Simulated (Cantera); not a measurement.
What does this Cantera script print?

```python
import numpy as np
import cantera as ct

gas_names = """
    CL CLO CL2 Fe FeCL FeCL2 FeCL3 FeO Fe2CL4 Fe2CL6 O O2 O3
""".split()
cond_names = """
    Fe(a) Fe(c) Fe(d) Fe(L) FeCL2(s) FeCL2(L) FeCL3(s) FeCL3(L) FeO(s) FeO(L) Fe2O3(s) Fe3O4(s)
""".split()


# ... load() reads the species with a 1 bar reference pressure and builds the phases ...
atoms = {
    'Fe2O3': {'Fe': 2, 'O': 3},
    'Cl2': {'CL': 2},
}
top_T = {'Fe2O3(s)': 1830, 'Fe3O4(s)': 1870}  # K; cautious upper limits of use, not melting points


# ... equilibrate(T, P, feed) seeds the gas with the atoms and calls Mixture.equilibrate('TP', solver="vcs", rtol=1e-11, max_steps=5000) ...
results = []
feed = {'Fe2O3': 1, 'Cl2': 0.028}  # mol
P = 28000  # Pa
for T in [925, 975, 1025, 1075, 1125, 1175, 1225, 1275]:
    mix = equilibrate(T, P, feed)
    results.append((T, P, feed, dict(zip(mix.species_names, mix.species_moles))))
    x = sorted(zip(gas.X, gas.species_names), reverse=True)
    print(f"T = {T:g} K  P = {P:g} Pa  gas = {mix.phase_moles(0):.4g} mol")
    print("   x: " + "  ".join(f"{s} {v:.3e}" for v, s in x if v > 0.0001))
    print("   condensed (mol): " + ("  ".join(f"{mix.phase(i).name} {mix.phase_moles(i):.4g}"
          for i in range(1, mix.n_phases) if mix.phase_moles(i) > 1e-12) or "none"))
```

It prints:

```
T = 925 K  P = 28000 Pa  gas = 0.02815 mol
   x: CL2 9.583e-01  FeCL3 2.220e-02  O2 1.823e-02  Fe2CL6 1.028e-03  CL 2.141e-04
   condensed (mol): Fe2O3(s) 0.9997
T = 975 K  P = 28000 Pa  gas = 0.02826 mol
   x: CL2 9.293e-01  FeCL3 3.818e-02  O2 3.060e-02  Fe2CL6 1.220e-03  CL 4.824e-04  FeCL2 1.895e-04
   condensed (mol): Fe2O3(s) 0.9994
T = 1025 K  P = 28000 Pa  gas = 0.02844 mol
   x: CL2 8.881e-01  FeCL3 6.085e-02  O2 4.813e-02  Fe2CL6 1.367e-03  CL 9.964e-04  FeCL2 6.008e-04
   condensed (mol): Fe2O3(s) 0.9991
T = 1075 K  P = 28000 Pa  gas = 0.02869 mol
   x: CL2 8.332e-01  FeCL3 9.046e-02  O2 7.127e-02  CL 1.904e-03  FeCL2 1.684e-03  Fe2CL6 1.444e-03
   condensed (mol): Fe2O3(s) 0.9986
T = 1125 K  P = 28000 Pa  gas = 0.02904 mol
   x: CL2 7.651e-01  FeCL3 1.260e-01  O2 9.980e-02  FeCL2 4.237e-03  CL 3.392e-03  Fe2CL6 1.435e-03
   condensed (mol): Fe2O3(s) 0.9981
T = 1175 K  P = 28000 Pa  gas = 0.02949 mol
   x: CL2 6.858e-01  FeCL3 1.647e-01  O2 1.328e-01  FeCL2 9.663e-03  CL 5.666e-03  Fe2CL6 1.336e-03
   condensed (mol): Fe2O3(s) 0.9974
T = 1225 K  P = 28000 Pa  gas = 0.03009 mol
   x: CL2 5.986e-01  FeCL3 2.024e-01  O2 1.687e-01  FeCL2 2.014e-02  CL 8.924e-03  Fe2CL6 1.159e-03
   condensed (mol): Fe2O3(s) 0.9966
T = 1275 K  P = 28000 Pa  gas = 0.03089 mol
   x: CL2 5.076e-01  FeCL3 2.336e-01  O2 2.057e-01  FeCL2 3.860e-02  CL 1.331e-02  Fe2CL6 9.298e-04  Fe2CL4 1.195e-04  CLO 1.096e-04
   condensed (mol): Fe2O3(s) 0.9958
```

Method: chemical equilibrium by Gibbs-energy minimisation in Cantera with the NASA 1993 tables (ideal gas, pure condensed phases).
